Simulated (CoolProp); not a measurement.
Saturation properties of sulfur hexafluoride.

Model: reference Helmholtz-energy equation of state, Guder 2009, in CoolProp.

| T (°C) | p (kPa) | vapour density (kg/m³) | enthalpy of vaporisation (kJ/kg) | surface tension (mN/m) | liquid viscosity (µPa s) |
|---|---|---|---|---|---|
| -30.55 | 482.9 | 39.64 | 102.0 | 8.69 | 307 |
| -26.75 | 551.0 | 45.12 | 100.1 | 8.14 | 289 |
| -22.85 | 628.2 | 51.37 | 98.06 | 7.58 | 271 |
| -19.05 | 710.8 | 58.13 | 95.98 | 7.05 | 255 |
| -15.25 | 801.2 | … | 93.82 | 6.53 | 239 |
| -11.35 | 902.5 | 74.15 | 91.50 | 6.00 | 224 |
| -7.55 | … | 83.37 | 89.12 | 5.49 | 210 |
| -3.75 | 1127 | 93.61 | 86.62 | … | 197 |
| 0.15 | 1257 | 105.3 | 83.92 | 4.50 | 184 |
| 3.95 | 1394 | 118.0 | 81.12 | 4.02 | 172 |
| 7.75 | 1542 | 132.2 | 78.15 | 3.56 | 161 |
| 11.65 | 1705 | 148.6 | 74.90 | 3.10 | 150 |
| 15.45 | 1876 | 166.6 | 71.49 | 2.66 | 140 |

### Question
Complete the blanks.

### Answer

- -15.25, vapour density (kg/m³): 65.62
- -7.55, p (kPa): 1010
- -3.75, surface tension (mN/m): 4.99

Viscosity comes from a separate model (Quiñones-Cisneros 2012). Surface tension comes from a separate correlation (Mulero 2012).
